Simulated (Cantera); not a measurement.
Feed: 1 mol V, 1.4 mol N₂O, at 0.290 Pa.

Method: chemical equilibrium by Gibbs-energy minimisation in Cantera with the NASA 1993 tables (ideal gas, pure condensed phases). Candidate condensed phases: V, VN, VO, V₂O₃, V₂O₄, V₂O₅; 13 gas species. The numbers say what is thermodynamically allowed, not how fast it happens. All values below are at 1973 K.

Base state: N₂ 0.583, VO 0.208, VO₂ 0.187, V 0.0208, O 0.000156 (mole fractions); condensed: gas only.

Question: What changes in the equilibrium state with this change: pressure from 0.290 Pa to 3.90 Pa?

Answer: 
| species | before | after |
|---|---|---|
| N₂ | 0.583 | 0.752 |
| VO₂ | 0.187 | 0.215 |
| VO | 0.208 | 0.0326 |
| V | 0.0208 | 0.000443 |
| NO | 6.52e-6 | 1.48e-5 |
| O | 0.000156 | 8.51e-5 |
| VO(s), mol | 0 | 0.538 |
VO: taken at fixed stoichiometry.
